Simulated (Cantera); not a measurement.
Equilibrium for silicon epitaxy and polysilicon growth: SiH2Cl2 + Cl2 + N2

A closed system holds: 1 mol SiH2Cl2, 0.088 mol Cl2, 5.3 mol N2, equilibrated at 50000 Pa.

Method: chemical equilibrium by Gibbs-energy minimisation in Cantera with the NASA 1993 tables (ideal gas, pure condensed phases). Candidate condensed phases: NH4Cl, Si, Si3N4; 28 gas species. N2 is the only nitrogen source here; it is nearly inert below about 1500 K, so the nitride shown seldom forms there in practice. The tables' values for SiCl3 are old estimates; treat these amounts as uncertain. Equilibrium is a limit: real reactors are often held back by kinetics, nucleation or transport.

```tsv
T (°C)	log p N2	log p HCl	log p H2	log p SiCl4	log p SiCl2	log p SiCl3	n Si3N4(s)
827	-0.44	-1.07	-1.48	-1.71	-6.07	-4.46	0.246
877	-0.44	-1.06	-1.49	-1.72	-5.50	-4.13	0.247
927	-0.44	-1.06	-1.50	-1.73	-4.97	-3.82	0.249
977	-0.44	-1.05	-1.51	-1.74	-4.49	-3.54	0.250
1027	-0.44	-1.04	-1.52	-1.75	-4.05	-3.29	0.251
1077	-0.44	-1.04	-1.53	-1.77	-3.64	-3.05	0.251
1127	-0.44	-1.04	-1.54	-1.79	-3.27	-2.84	0.250
1177	-0.44	-1.04	-1.54	-1.82	-2.93	-2.65	0.249
1227	-0.44	-1.04	-1.54	-1.86	-2.62	-2.49	0.244
1277	-0.44	-1.04	-1.54	-1.92	-2.34	-2.35	0.237
```
log p: log10 of the partial pressure in bar; n: condensed amount in mol.

From 827 °C to 1277 °C the condensed part is Si3N4(s). The main Si-bearing gas is SiCl4 throughout. The share of Si in condensed phases is highest at 1077 °C (75.3 %) and lowest at 1277 °C (71.2 %).
